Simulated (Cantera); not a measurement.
A freely propagating, adiabatic, planar premixed flame of H2 : O2 : N2 = 1 : 0.185 : 0.696 (molar parts), equivalence ratio 2.7, unburnt at 450 K and 413 Torr; mixture-averaged transport, grid criteria slope 0.08 and curve 0.16, no radiation.

Computed with Cantera and the H2/O2 subset of GRI-Mech 3.0, which has no nitrogen chemistry. Burning velocities carry a grid error of a few per cent, more on coarse grids.

```tsv
quantity	before	after
laminar burning velocity	471 cm/s	513 cm/s
thermal thickness	0.934 mm	0.953 mm
peak x(OH)	0.00143	0.00151
peak x(HO2)	0.000215	0.000202
peak x(H)	0.0775	0.0797
```

Problem. Which change was made?
A) inlet temperature 450 to 400 K
B) inlet temperature 450 to 700 K
C) inlet temperature 450 to 473 K
D) H2 1 to 1.3 parts

Solution. C, inlet temperature 450 to 473 K
